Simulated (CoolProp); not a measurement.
Computed with CoolProp (reference Helmholtz-energy equation of state, Leachman 2009).

Question: Give the vapour pressure (kPa), liquid cp (kJ/(kg K)), liquid viscosity (µPa s) of saturated normal hydrogen at 25.9, 29.2, 30.5 K.

Answer: 
```json
[
 {"T (K)": "25.9", "p (kPa)": "386", "liquid cp (kJ/(kg K))": "14.4", "liquid viscosity (µPa s)": "8.85"},
 {"T (K)": "29.2", "p (kPa)": "705", "liquid cp (kJ/(kg K))": "21.5", "liquid viscosity (µPa s)": "6.85"},
 {"T (K)": "30.5", "p (kPa)": "871", "liquid cp (kJ/(kg K))": "28.7", "liquid viscosity (µPa s)": "6.07"}
]
```

Viscosity comes from a separate model (Muzny 2013).
